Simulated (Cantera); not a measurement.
Input (Python, Cantera):

```python
import numpy as np
import cantera as ct

surf = ct.Interface("ptcombust.yaml", "Pt_surf")
gas = surf.adjacent["gas"]
gas.TPX = 300, 3200, {'H2': 0.013, 'O2': 0.11, 'N2': 0.79}
jet = ct.ImpingingJet(gas=gas, width=0.028, surface=surf)
jet.inlet.mdot, jet.inlet.T, jet.inlet.X = 0.13, 300, {'H2': 0.013, 'O2': 0.11, 'N2': 0.79}
jet.set_refine_criteria(ratio=10, slope=0.2, curve=0.3)
show, cover = ['H2', 'O2', 'H2O', 'OH'], ["PT(S)", "H(S)", "O(S)", "OH(S)", "CO(S)", "C(S)"]

rows = []
print(f"{'Ts/K':>7s}" + "".join(f"{s:>11s}" for s in show + cover) + "   (gas at the wall, coverages)")
for i, Ts in enumerate([500, 550, 600, 650, 700, 750]):
    jet.surface.T = Ts
    if i == 0:
        surf.TP = Ts, 3200
        surf.coverages = "PT(S):0.5, O(S):0.5"
        surf.advance_coverages(1.0)
        jet.set_initial_guess(products="inlet")
    jet.solve(loglevel=0, auto=(i == 0))
    rows.append([*(jet.X[gas.species_index(s), -1] for s in show), *surf[cover].coverages])
    print(f"{Ts:7g}" + "".join(f"{x:11.3e}" for x in rows[-1]))
```

It prints:

```
   Ts/K         H2         O2        H2O         OH      PT(S)       H(S)       O(S)      OH(S)      CO(S)       C(S)   (gas at the wall, coverages)
    500  4.614e-03  1.100e-01  1.914e-02  1.548e-15  6.147e-02  8.257e-10  9.306e-01  7.888e-03 -2.753e-21 -1.081e-25
    550  4.599e-03  1.101e-01  1.898e-02  5.898e-14  6.504e-02  8.041e-10  9.305e-01  4.506e-03  1.056e-14  1.134e-29
    600  4.586e-03  1.101e-01  1.885e-02  1.214e-12  6.847e-02  9.809e-10  9.287e-01  2.807e-03  2.823e-18 -5.602e-27
    650  4.553e-03  1.101e-01  1.878e-02  1.553e-11  7.231e-02  1.430e-09  9.258e-01  1.878e-03  6.013e-17  2.489e-28
    700  4.373e-03  1.099e-01  1.901e-02  1.356e-10  7.989e-02  2.417e-09  9.187e-01  1.367e-03 -1.344e-21  1.659e-26
    750  3.815e-03  1.094e-01  1.997e-02  8.479e-10  1.004e-01  5.122e-09  8.985e-01  1.120e-03  1.087e-16  1.305e-25
```

Computed with Cantera and Deutschmann's 1995 Pt surface mechanism with GRI-Mech 3.0 gas chemistry. Catalytic surfaces can have several steady states; this one follows from the mechanism file's or the stated starting coverage.
